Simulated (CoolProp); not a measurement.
A simple Rankine cycle with n-butane: condensing at 301.15 K, boiler at 2.71 MPa, turbine inlet 406.7 K, turbine efficiency 0.65, pump efficiency 0.7, no recuperator. Each further row changes one setting.

The numbers come from the reference Helmholtz-energy equation of state, Bücker 2006 in CoolProp.

```tsv
case	thermal efficiency (%)	net work (kJ/kg)	heat in (kJ/kg)	turbine exit temperature (K)	volume ratio over the turbine
as stated	11.7	56.2	482	337.0	13.7
turbine inlet 426.7 K	11.8	64.6	546	365.3	12.1
condensing temperature 293.15 K	12.6	63.0	501	332.4	17.5
boiler pressure 1.9 MPa	10.6	55.4	522	357.9	7.91
turbine efficiency 0.55	9.7	46.6	482	342.0	13.9
```
